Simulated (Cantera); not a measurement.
**Adiabatic ignition**

An adiabatic, constant-pressure homogeneous reactor starts with H₂ : O₂ : N₂ = 1 : 0.538 : 2.02 (molar parts), equivalence ratio 0.93, at 1050 K and 0.530 bar.

Detailed kinetics in Cantera: the H2/O2 subset of GRI-Mech 3.0, which has no nitrogen chemistry.

```json
[
 {"t (s)": "2.00e-6", "T (K)": "1050", "x H₂": "0.281", "x O₂": "0.151", "x HO₂": "1.24e-10", "x H₂O": "6.49e-12", "x O": "5.73e-12", "x OH": "3.12e-12", "x H₂O₂": "<1e-12"},
 {"t (s)": "6.65e-6", "T (K)": "1050", "x H₂": "0.281", "x O₂": "0.151", "x HO₂": "4.41e-10", "x H₂O": "1.22e-10", "x O": "4.07e-11", "x OH": "1.70e-11", "x H₂O₂": "<1e-12"},
 {"t (s)": "2.21e-5", "T (K)": "1050", "x H₂": "0.281", "x O₂": "0.151", "x HO₂": "2.02e-9", "x H₂O": "2.62e-9", "x O": "3.35e-10", "x OH": "1.29e-10", "x H₂O₂": "3.91e-12"},
 {"t (s)": "7.37e-5", "T (K)": "1050", "x H₂": "0.281", "x O₂": "0.151", "x HO₂": "7.84e-8", "x H₂O": "3.00e-7", "x O": "2.43e-8", "x OH": "9.29e-9", "x H₂O₂": "2.16e-10"},
 {"t (s)": "0.000245", "T (K)": "1765", "x H₂": "0.0501", "x O₂": "0.0396", "x HO₂": "1.20e-5", "x H₂O": "0.197", "x O": "0.0225", "x OH": "0.0185", "x H₂O₂": "8.74e-7"},
 {"t (s)": "0.000816", "T (K)": "2588", "x H₂": "0.0326", "x O₂": "0.0221", "x HO₂": "4.60e-6", "x H₂O": "0.263", "x O": "0.00669", "x OH": "0.0249", "x H₂O₂": "2.18e-7"},
 {"t (s)": "0.00271", "T (K)": "2643", "x H₂": "0.0296", "x O₂": "0.0208", "x HO₂": "5.01e-6", "x H₂O": "0.270", "x O": "0.00561", "x OH": "0.0238", "x H₂O₂": "2.67e-7"},
 {"t (s)": "0.00903", "T (K)": "2643", "x H₂": "0.0296", "x O₂": "0.0208", "x HO₂": "5.01e-6", "x H₂O": "0.270", "x O": "0.00561", "x OH": "0.0238", "x H₂O₂": "2.67e-7"},
 {"t (s)": "0.0301", "T (K)": "2643", "x H₂": "0.0296", "x O₂": "0.0208", "x HO₂": "5.01e-6", "x H₂O": "0.270", "x O": "0.00561", "x OH": "0.0238", "x H₂O₂": "2.67e-7"},
 {"t (s)": "0.100", "T (K)": "2643", "x H₂": "0.0296", "x O₂": "0.0208", "x HO₂": "5.01e-6", "x H₂O": "0.270", "x O": "0.00561", "x OH": "0.0238", "x H₂O₂": "2.67e-7"}
]
```
x: mole fraction; the columns are a selection and need not sum to one.

The time of steepest temperature rise is 0.221 ms. The temperature at 0.100 s comes out as 2643 K. The equilibrium temperature is 2643 K and the x(H₂) at 0.100 s comes out as 0.0296 (gas-phase equilibrium 0.0296). The x(O₂) at 0.100 s is 0.0208 (gas-phase equilibrium 0.0208). The x(HO₂) at 0.100 s is 5.01e-6 (gas-phase equilibrium 5.01e-6).
